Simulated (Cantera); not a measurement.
Charge: 1 mol NiS, 73 mol H₂, equilibrated at 1225 °C and 0.100 bar.

These are equilibrium values from Cantera (NASA tables, ideal gas, pure condensed phases), not measurements of a reactor. Candidate condensed phases: Ni, NiS, NiS₂, Ni₃S₂, Ni₃S₄, S; 9 gas species. Metal and sulfide melt together well below either melting point, which pure phases cannot show. Mutual solubility and eutectic melting of coexisting phases are not modelled. The numbers say what is thermodynamically allowed, not how fast it happens.

Problem. What is the equilibrium state?

Solution. 
```json
{
  "x(H₂)": "0.988",
  "x(H₂S)": "0.0121",
  "x(SH)": "0.000169",
  "x(S₂)": "0.000112",
  "x(H)": "5.41e-5",
  "x(S)": "1.33e-6",
  "n(Ni(s))": "0.870 mol",
  "n(Ni₃S₂(l))": "0.0434 mol",
  "gas_amount": "73.02 mol",
  "log10 activity of NiS(l) (absent)": "-1.16",
  "log10 activity of S(l) (absent)": "-3.68",
  "log10 activity of NiS₂(l) (absent)": "-4.76"
}
```
